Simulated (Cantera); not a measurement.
What does this Cantera script print?

```python
import numpy as np
import cantera as ct

gas_names = [...]  # 123 gases of nasa_gas.yaml made of C, H, O, Si
cond_names = """
    C(gr) C6H6(L) C7H8(L) C8H18(L),n-octa H2O(s) H2O(L) Si(cr) Si(L) SiC(b) SiO2(Lqz) SiO2(hqz) SiO2(L)
""".split()


# ... load() reads the species with a 1 bar reference pressure and builds the phases ...
atoms = {
    'SiC': {'Si': 1, 'C': 1},
    'H2O': {'H': 2, 'O': 1},
    'H2': {'H': 2},
    'O2': {'O': 2},
}
top_T = {'C(gr)': 4500, 'SiC(b)': 3050}  # K; cautious upper limits of use, not melting points


# ... equilibrate(T, P, feed) seeds the gas with the atoms and calls Mixture.equilibrate('TP', solver="vcs", rtol=1e-11, max_steps=5000) ...
results = []
feed = {'SiC': 1, 'H2O': 0.027, 'H2': 3.1, 'O2': 0.0019}  # mol
P = 1333.22  # Pa
for T in [1125, 1200, 1275, 1350, 1425, 1500, 1575, 1650, 1725, 1800, 1875]:
    mix = equilibrate(T, P, feed)
    results.append((T, P, feed, dict(zip(mix.species_names, mix.species_moles))))

top = {s: max(r[3][s] / sum(r[3][g] for g in gas_names) for r in results) for s in gas_names}
cols = sorted((s for s in top if top[s] > 0.0001), key=lambda s: -top[s])[:5]
seen = [c for c in cond_names if any(r[3].get(c, 0) > 1e-12 for r in results)]
print("log10 of partial pressures in bar; condensed amounts in mol")
print(f"{'T/K':>10s}" + "".join(f"{s[:9]:>10s}" for s in cols + seen))
for T, P, feed, n in results:
    ng = sum(n[g] for g in gas_names)
    print(f"{T:10.4g}" + "".join(f"{np.log10(max(n[s] / ng * P / 1e5, 1e-99)):10.3f}" for s in cols)
          + "".join(f"{n.get(c, 0):10.4g}" for c in seen))
```

Result:

```
log10 of partial pressures in bar; condensed amounts in mol
       T/K        H2         H        CO       SiO       CH4     C(gr)    SiC(b) SiO2(hqz)
      1125    -1.876    -8.290    -5.142    -8.765    -5.291   0.01166    0.9854   0.01455
      1200    -1.877    -7.643    -4.376    -7.620    -5.629         0    0.9895   0.01045
      1275    -1.877    -7.071    -4.362    -6.392    -6.366         0    0.9897   0.01023
      1350    -1.877    -6.561    -4.345    -5.305    -7.019         0    0.9893  0.009494
      1425    -1.878    -6.105    -4.238    -4.365    -7.543         0    0.9863  0.003473
      1500    -1.879    -5.694    -4.187    -4.187    -7.703         0    0.9846         0
      1575    -1.880    -5.321    -4.187    -4.187    -7.788         0    0.9846         0
      1650    -1.880    -4.982    -4.187    -4.187    -7.866         0    0.9846         0
      1725    -1.880    -4.671    -4.186    -4.188    -7.936         0    0.9846         0
      1800    -1.881    -4.386    -4.184    -4.192    -7.999         0    0.9844         0
      1875    -1.882    -4.124    -4.174    -4.203    -8.050         0    0.9841         0
```

These are equilibrium values from Cantera (NASA tables, ideal gas, pure condensed phases), not measurements of a reactor. Mutual solubility and eutectic melting of coexisting phases are not modelled. The tables hold silica as quartz up to 1696 K and as liquid above; real silica turns to tridymite and cristobalite and melts near 1996 K. Gases not in the tables: Si2H6 and higher silanes.
